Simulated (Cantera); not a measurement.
Feed: 1 mol toluene, 0.086 mol CO2, held at 1677 °C and 825 Torr.

These are equilibrium values from Cantera (NASA tables, ideal gas, pure condensed phases), not measurements of a reactor. Candidate condensed phases: C, C6H6, C7H8, C8H18, H2O; 110 gas species. Kinetics and transport are ignored.

Base state: H2 0.957, CO 0.0412, H 0.00107, C2H2 (acetylene) 0.000523, CH4 0.000490, CH3 1.09e-5 (mole fractions); condensed: C(graphite).

What changes in the equilibrium state with this change: pressure from 825 Torr to 33.8 Torr?


```tsv
species	before	after
H2	0.957	0.953
CO	0.0412	0.0411
H	0.00107	0.00528
CH4	0.000490	1.99e-5
CH3	1.09e-5	2.19e-6
C2H2 (acetylene)	0.000523	0.000521
C(graphite), mol	6.91	6.91
```

What changes in the equilibrium state with this change: pressure from 825 Torr to 1.95 Torr?


```
species             before     after
----------------  --------  --------
H2                   0.957     0.937
CO                  0.0412    0.0408
H                  0.00107    0.0218
CH4               0.000490   1.11e-6
CH3                1.09e-5   5.14e-7
C2H2 (acetylene)  0.000523  0.000512
C(graphite), mol      6.91      6.91
```

What changes in the equilibrium state with this change: CO2 from 0.086 to 1.8 mol?


```json
[
 {"species": "H2", "before": "0.957", "after": "0.525"},
 {"species": "CO", "before": "0.0412", "after": "0.474"},
 {"species": "H", "before": "0.00107", "after": "0.000792"},
 {"species": "CH4", "before": "0.000490", "after": "0.000148"},
 {"species": "H2O", "before": "6.24e-6", "after": "3.93e-5"},
 {"species": "CH3", "before": "1.09e-5", "after": "4.44e-6"},
 {"species": "C2H2 (acetylene)", "before": "0.000523", "after": "0.000287"},
 {"species": "C(graphite), mol", "before": "6.91", "after": "5.19"}
]
```
